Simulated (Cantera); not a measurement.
An adiabatic, constant-volume homogeneous reactor starts with CH₃OH : O₂ : N₂ = 1 : 2.83 : 10.6 (molar parts), at 1000 K and 25.0 bar.

Detailed kinetics in Cantera: GRI-Mech 3.0 (53 species, 325 reactions). GRI-Mech 3.0 was tuned for natural gas; its chemistry of methanol as a main component is partial and can be far from experiment. The pressure lies above the range GRI-Mech 3.0 was tuned for (to about 10 atm).

### Question
Predict: time of steepest temperature rise; temperature at 1.00 s; equilibrium temperature; x(O₂) at 1.00 s; x(OH) at 1.00 s.

### Answer
```
Quantity                                                            Result
---------------------------------  ---------------------------------------
time of steepest temperature rise                                  53.4 ms
temperature at 1.00 s                                               2425 K
equilibrium temperature                                             2425 K
x(O₂) at 1.00 s                      0.0823 (gas-phase equilibrium 0.0823)
x(OH) at 1.00 s                    0.00367 (gas-phase equilibrium 0.00367)
```
